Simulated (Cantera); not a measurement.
Input (Python, Cantera) and output of one run.

```python
import numpy as np
import cantera as ct

gas_names = """
    C CH CH2 CH3 CH2OH CH3O CH4 CH3OH CO CO2 COOH C2 C2H CHCO,ketyl C2H2,acetylene C2H2,vinylidene
    CH2CO,ketene C2H3,vinyl CH3CO,acetyl C2H4 C2H4O,ethylen CH3CHO,ethanal CH3COOH (HCOOH)2 C2H5 C2H6
    CH3OCH3 C2H5OH C2O C3 C3H3,propargyl C3H4,allene C3H4,propyne C3H4,cyclo- C3H5,allyl C3H6,propylene
    C3H6,cyclo- C3H6O C3H7,n-propyl C3H7,i-propyl C3H8 C3H8O,1propanol C3H8O,2propanol C3O2 C4 C4H2
    C4H4,1,3-cyclo- C4H6,butadiene C4H6,2-butyne C4H6,cyclo- C4H8,1-butene C4H8,cis2-buten
    C4H8,tr2-butene C4H8,isobutene C4H8,cyclo- (CH3COOH)2 C4H9,n-butyl C4H9,i-butyl C4H9,s-butyl
    C4H9,t-butyl C4H10,isobutane C4H10,n-butane C5 C5H6,1,3cyclo- C5H8,cyclo- C5H10,1-pentene
    C5H10,cyclo- C5H11,pentyl C5H11,t-pentyl C5H12,n-pentane C5H12,i-pentane CH3C(CH3)2CH3 C6H2
    C6H5,phenyl C6H5O,phenoxy C6H6 C6H5OH,phenol C6H10,cyclo- C6H12,1-hexene C6H12,cyclo- C6H13,n-hexyl
    C7H7,benzyl C7H8 C7H8O,cresol C7H14,1-heptene C7H15,n-heptyl C7H16,n-heptane C8H8,styrene
    C8H10,ethylbenz C8H16,1-octene C8H17,n-octyl C8H18,isooctane C8H18,n-octane C9H19,n-nonyl
    C10H8,naphthale C10H21,n-decyl C12H9,o-bipheny C12H10,bipheny H HCO HO2 H2 HCHO,formaldehy HCOOH H2O
    H2O2 O OH O2 O3
""".split()
cond_names = """
    C(gr) C6H6(L) C7H8(L) C8H18(L),n-octa H2O(s) H2O(L)
""".split()


def load(file, names, dense=False):
    # The tables refer to 1 bar. Condensed volumes are neglected.
    table = {s.name: s for s in ct.Species.list_from_file(file)}
    out = []
    for n in names:
        d = dict(table[n].input_data)
        d["thermo"] = dict(d["thermo"], **{"reference-pressure": 1e5})
        if dense:
            d["equation-of-state"] = {"model": "constant-volume", "density": "1e6 g/cm^3"}
        out.append(ct.Species.from_dict(d))
    return out


gas = ct.Solution(thermo="ideal-gas", species=load("nasa_gas.yaml", gas_names))
cond = {s.name: ct.Solution(thermo="fixed-stoichiometry", species=[s], name=s.name)
        for s in load("nasa_condensed.yaml", cond_names, dense=True)}
atoms = {
    'CO2': {'C': 1, 'O': 2},
    'H2': {'H': 2},
    'O2': {'O': 2},
}
top_T = {'C(gr)': 4500}  # K; cautious upper limits of use, not melting points


def equilibrate(T, P, feed):
    n = {}
    for name, mol in feed.items():
        for a, k in atoms[name].items():
            n[a] = n.get(a, 0.0) + k * mol
    gas.TPX = T, P, n
    mass = sum(n.values()) * gas.mean_molecular_weight
    gas.equilibrate("TP")
    valid = [c for c in cond.values() if c.min_temp <= T <= top_T.get(c.name, c.max_temp)]
    mix = ct.Mixture([(gas, mass / gas.mean_molecular_weight)] + [(c, 0.0) for c in valid])
    mix.T, mix.P = T, P
    mix.equilibrate("TP", solver="vcs", rtol=1e-11, max_steps=5000)
    return mix


results = []
feed = {'CO2': 1, 'H2': 1, 'O2': 1.4}  # mol
P = 3600000  # Pa
for T in [2500, 2600, 2700, 2800, 2900, 3000, 3100, 3200, 3300, 3400]:
    mix = equilibrate(T, P, feed)
    results.append((T, P, feed, dict(zip(mix.species_names, mix.species_moles))))

top = {s: max(r[3][s] / sum(r[3][g] for g in gas_names) for r in results) for s in gas_names}
cols = sorted((s for s in top if top[s] > 1e-06), key=lambda s: -top[s])[:9]
seen = [c for c in cond_names if any(r[3].get(c, 0) > 1e-12 for r in results)]
print("log10 of partial pressures in bar; condensed amounts in mol")
print(f"{'T/K':>10s}" + "".join(f"{s[:9]:>10s}" for s in cols + seen))
for T, P, feed, n in results:
    ng = sum(n[g] for g in gas_names)
    print(f"{T:10.4g}" + "".join(f"{np.log10(max(n[s] / ng * P / 1e5, 1e-99)):10.3f}" for s in cols)
          + "".join(f"{n.get(c, 0):10.4g}" for c in seen))
```

Result:

```
log10 of partial pressures in bar; condensed amounts in mol
       T/K       CO2       H2O        O2        CO        OH         O        H2         H       HO2
      2500     1.087     1.083     1.043    -0.869    -0.368    -1.317    -1.665    -2.432    -2.511
      2600     1.082     1.078     1.042    -0.651    -0.240    -1.112    -1.466    -2.149    -2.406
      2700     1.076     1.073     1.041    -0.453    -0.123    -0.922    -1.284    -1.887    -2.309
      2800     1.066     1.065     1.039    -0.272    -0.015    -0.746    -1.116    -1.645    -2.220
      2900     1.054     1.055     1.038    -0.108     0.084    -0.581    -0.963    -1.421    -2.139
      3000     1.037     1.044     1.036     0.040     0.175    -0.428    -0.823    -1.213    -2.065
      3100     1.016     1.029     1.034     0.173     0.258    -0.285    -0.695    -1.020    -1.997
      3200     0.989     1.011     1.032     0.290     0.333    -0.151    -0.579    -0.841    -1.936
      3300     0.956     0.991     1.029     0.393     0.402    -0.025    -0.474    -0.674    -1.881
      3400     0.916     0.966     1.025     0.481     0.464     0.093    -0.379    -0.520    -1.833
```

These are equilibrium values from Cantera (NASA tables, ideal gas, pure condensed phases), not measurements of a reactor. The ideal-gas law is rough above about 30 bar.
